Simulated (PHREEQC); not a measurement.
1 kg of water holding 0.018 mol KCl, 0.02 mol NaCl, 0.0047 mol NaHCO3, 0.28 mol MgCl2 and 0.54 mol CaCl2 is evaporated at 25 °C; the solids stay in contact with the brine. The system is closed to CO2. The run lets Calcite, Bischofite, Brucite, Carnallite, Gaylussite, Halite, Kalicinite, Magnesite, Nahcolite, Natron, Pirssonite, Portlandite, Sylvite, Trona, MgCl2_4H2O precipitate or redissolve, and no other solid.

Base run: PHREEQC, Pitzer model, pitzer.dat. Each further column changes one thing. The table gives water activity.

```json
[
 {"H2O removed (mol)": "0", "base": "0.955", "temperature from 25 to 50 °C": "0.956"},
 {"H2O removed (mol)": "9.886", "base": "0.942", "temperature from 25 to 50 °C": "0.944"},
 {"H2O removed (mol)": "18.01", "base": "0.926", "temperature from 25 to 50 °C": "0.928"},
 {"H2O removed (mol)": "24.69", "base": "0.903", "temperature from 25 to 50 °C": "0.906"},
 {"H2O removed (mol)": "30.18", "base": "0.873", "temperature from 25 to 50 °C": "0.878"},
 {"H2O removed (mol)": "34.69", "base": "0.833", "temperature from 25 to 50 °C": "0.839"},
 {"H2O removed (mol)": "38.4", "base": "0.778", "temperature from 25 to 50 °C": "0.787"},
 {"H2O removed (mol)": "41.44", "base": "0.707", "temperature from 25 to 50 °C": "0.719"},
 {"H2O removed (mol)": "43.95", "base": "0.615", "temperature from 25 to 50 °C": "0.632"},
 {"H2O removed (mol)": "46.01", "base": "0.503", "temperature from 25 to 50 °C": "0.525"},
 {"H2O removed (mol)": "47.7", "base": "0.376", "temperature from 25 to 50 °C": "0.402"}
]
```

 At this temperature some constants are extrapolated from 25 °C, and those without enthalpy data are left unchanged.
